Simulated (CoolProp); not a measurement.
A single-stage vapour-compression cycle with the fluid: evaporating at 272.15 K (dew point), condensing at 323.15 K (bubble point), superheat 0 K, subcooling 0 K, compressor efficiency 0.7, no pressure losses. The same conditions are run with several fluids, on thermodynamics alone (safety and materials aside).

Model: reference Helmholtz-energy equation of state of each fluid (sulfur dioxide: Gao 2016; c-C4F8 (RC318): Platzer 1990; R245ca: Zhou 2016; R236EA: Rui 2013; R236FA: Pan 2012; chlorine: Thol 2021), in CoolProp. The equations of Platzer and Polt are older, rougher fits.

| fluid | cooling COP | pressure ratio | discharge temperature (K) | refrigerating effect (kJ/kg) | volumetric capacity (kJ/m³) |
|---|---|---|---|---|---|
| sulfur dioxide | 3.09 | 5.64 | 430.2 | 310 | 1360 |
| c-C4F8 (RC318) | 2.39 | 5.23 | 323.2 | 58.0 | 670 |
| R245ca | 2.97 | 7.42 | 332.0 | 148 | 291 |
| R236EA | 2.78 | 6.08 | 323.8 | 104 | 546 |
| R236FA | 2.72 | 5.64 | 324.4 | 95.8 | 699 |
| chlorine | 3.04 | 4.06 | 423.5 | 216 | 2570 |

The compression ends wet for: c-C4F8 (RC318).
